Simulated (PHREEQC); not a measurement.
1 kg of water holding 0.015 mol/kgw MgSO4 and 0.047 mol/kgw NaCl is evaporated at 75 °C; the solids stay in contact with the brine. CO2 from the air is kept out. The run lets Bischofite, Bloedite, Brucite, Epsomite, Halite, Hexahydrite, Kieserite, Mirabilite, Thenardite, MgCl2_4H2O precipitate or redissolve, and no other solid.

The series has 28 steps of water left (kg), from 1 to 0.005012.

Equilibrium calculation in PHREEQC: Pitzer model, pitzer.dat.

### Question
Which solids form, in which order, and at which step of the series does each first stand?

### Answer
Thenardite from water left = 0.00903 kg; Halite from water left = 0.007427 kg.

Away from 25 °C the constants follow the database's enthalpies or fits; those with neither stay at their 25 °C values.
